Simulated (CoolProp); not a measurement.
Vapour-liquid equilibrium of R134a (1) + R141b (2) at 63.45 °C; x and y are mole fractions of (1).

Model: multi-fluid Helmholtz-energy mixture model, Tillner-Roth 1994 and Lemmon 2006; pair parameters Bell 2016, in CoolProp.

```
x      bubble pressure (MPa)  y at the bubble point  dew pressure at overall composition x (MPa)  liquid density (mol/L)
-----  ---------------------  ---------------------  -------------------------------------------  ----------------------
0.05                  0.3735                  0.288                                       0.2851                   9.924
0.125                 0.5208                  0.508                                       0.3082                   9.981
0.2                   0.6600                  0.628                                       0.3353                   10.03
0.275                 0.7901                  0.704                                       0.3674                   10.08
0.35                  0.9110                  0.757                                       0.4062                   10.11
0.425                  1.024                  0.796                                       0.4538                   10.15
0.5                    1.129                  0.828                                       0.5136                   10.17
0.575                  1.230                  0.855                                       0.5908                   10.19
0.65                   1.328                  0.880                                       0.6936                   10.19
0.725                  1.426                  0.903                                       0.8353                   10.19
0.8                    1.526                  0.927                                        1.035                   10.19
0.875                  1.631                  0.952                                        1.309                   10.17
0.95                   1.743                  0.979                                        1.624                   10.15
```

No azeotrope shows between x = 0.05 and 0.95.

The pair parameters rest on a limited set of measurements; away from them the model extrapolates.
